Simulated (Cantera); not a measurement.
An isothermal, constant-pressure homogeneous reactor starts with C2H6 : N2 = 1 : 33 (molar parts), at 1850 K and 0.133 bar.

Computed with Cantera and GRI-Mech 3.0 (53 species, 325 reactions). GRI-Mech 3.0 stops at C3 and has no aromatics, soot or wall deposition, so with more carbon than oxygen in the feed, carbon stays in small species such as C2H2 where larger ones or solid carbon would form.

One state of this run: x C2H6 = 3.84e-7; x H = 0.000259; x C2H2 = 0.0266; x H2 = 0.0522; x C2H = 1.42e-6. x: mole fraction; the columns are a selection and need not sum to one.

### Question
Which value of t (s) does it belong to?
A) 0.00152
B) 0.000300
C) 0.0173
D) 0.444

### Answer
C, 0.0173
